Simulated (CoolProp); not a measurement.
Vapour-liquid equilibrium of R114 (1) + n-heptane (2) at 382 kPa; x and y are mole fractions of (1).

The numbers come from the multi-fluid Helmholtz-energy mixture model, Platzer 1990 and Span 2003; pair parameters Bell 2016 in CoolProp. This equation is an older, rougher fit; its heat capacities, sound speeds and derivatives of the liquid may be far off and weren't checked against measurements.

Task: Give the bubble temperature and the first vapour's composition at x = 0.25, 0.85, 0.95. Is there an azeotrope?

Result: x = 0.25: 360.3 K, y = 0.834; x = 0.85: 322.8 K, y = 0.985; x = 0.95: 319.2 K, y = 0.995. No azeotrope shows between x = 0.05 and 0.95.

The pair parameters rest on a limited set of measurements; away from them the model extrapolates.
